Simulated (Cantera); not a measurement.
Cantera run:

```python
import numpy as np
import cantera as ct

gas_names = """
    HCL H2
""".split()
cond_names = """
    K(cr) K(L) KCL(s) KCL(L)
""".split()


def load(file, names, dense=False):
    # The tables refer to 1 bar. Condensed volumes are neglected.
    table = {s.name: s for s in ct.Species.list_from_file(file)}
    out = []
    for n in names:
        d = dict(table[n].input_data)
        d["thermo"] = dict(d["thermo"], **{"reference-pressure": 1e5})
        if dense:
            d["equation-of-state"] = {"model": "constant-volume", "density": "1e6 g/cm^3"}
        out.append(ct.Species.from_dict(d))
    return out


species = {s.name: s for s in load("nasa_gas.yaml", gas_names) + load("nasa_condensed.yaml", cond_names)}
# Each term lists the table entries of one substance; the one whose range holds T is used.
reactions = {
    '2 K + 2 HCl(g) = 2 KCl + H2(g)':
        [(-2, ['K(cr)', 'K(L)']), (-2, ['HCL']), (2, ['KCL(s)', 'KCL(L)']), (1, ['H2'])],
}


def pick(names, T):
    return next(species[n] for n in names if species[n].thermo.min_temp <= T <= species[n].thermo.max_temp)


results = []
for label, terms in reactions.items():
    print(label)
    print("     T/K   dH/kJ  dS/(J/K)   dG/kJ   log10 K")
    for T in [300, 823, 873, 923, 973, 1023]:
        used = [(nu, pick(names, T)) for nu, names in terms]
        dH = sum(nu * s.thermo.h(T) for nu, s in used) / 1e6
        dS = sum(nu * s.thermo.s(T) for nu, s in used) / 1e3
        dG = dH - T * dS / 1e3
        logK = -dG * 1e6 / (ct.gas_constant * T * np.log(10))
        results.append((label, T, dH, dS, dG, logK, [s.name for _, s in used]))
        print(f"{T:8g} {dH:8.1f} {dS:8.1f} {dG:8.1f} {logK:8.2f}")
```

It prints:

```
2 K + 2 HCl(g) = 2 KCl + H2(g)
     T/K   dH/kJ  dS/(J/K)   dG/kJ   log10 K
     300   -688.7   -207.3   -626.6   109.09
     823   -682.6   -201.9   -516.5    32.78
     873   -681.0   -200.0   -506.4    30.30
     923   -679.4   -198.2   -496.5    28.10
     973   -677.6   -196.3   -486.6    26.12
    1023   -675.6   -194.3   -476.8    24.35
```

Source: NASA polynomial tables (part measured, part estimated), evaluated in Cantera. Condensed species are held in their standard states even where they would react or evaporate.
